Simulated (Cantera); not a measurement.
A perfectly stirred reactor is fed with NH3 : N2 = 1 : 7.3 (molar parts), at 1.00 bar; it is held at 1975 K, and followed from long to short residence time.

Cantera simulation using the gas-phase N/H chemistry of the illustrative SiF4/NH3 mechanism in the Surface Chemkin manual (1991); the numbers are that mechanism's predictions, not measurements. Walls and surfaces, which speed up NH3 decomposition in real reactors, are not modelled.

Problem. Predict: x(NH3) at τ = 3.90 s; x(N2H2) at τ = 3.90 s; x(H2) at τ = 3.90 s; x(N) at τ = 3.90 s; x(NH3) at τ = 83.0 ms; x(N2H4) at τ = 83.0 ms; x(N2H2) at τ = 83.0 ms; x(H2) at τ = 83.0 ms; x(N) at τ = 83.0 ms.

Solution. 
```json
{
 "x(NH3) at τ = 3.90 s": "0.00259",
 "x(N2H2) at τ = 3.90 s": "5.13e-9",
 "x(H2) at τ = 3.90 s": "0.158",
 "x(N) at τ = 3.90 s": "4.25e-7",
 "x(NH3) at τ = 83.0 ms": "0.0481",
 "x(N2H4) at τ = 83.0 ms": "1.39e-8",
 "x(N2H2) at τ = 83.0 ms": "1.92e-7",
 "x(H2) at τ = 83.0 ms": "0.0967",
 "x(N) at τ = 83.0 ms": "6.23e-7"
}
```
